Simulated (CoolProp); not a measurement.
Vapour-liquid equilibrium of m-xylene (1) + n-decane (2) at 4.5 bar; x and y are mole fractions of (1).

Model: multi-fluid Helmholtz-energy mixture model, Zhou 2012 and Lemmon 2006; pair parameters Bell 2016, in CoolProp.

Q: Give the bubble temperature and the first vapour's composition at x = 0.05, 0.5, 0.8. Is there an azeotrope?

A: x = 0.05: 514.2 K, y = 0.086; x = 0.5: 494.5 K, y = 0.645; x = 0.8: 484.2 K, y = 0.882. No azeotrope shows between x = 0.05 and 0.95.

Pair parameters are fitted to limited data, so mixtures are less certain than the pure fluids.
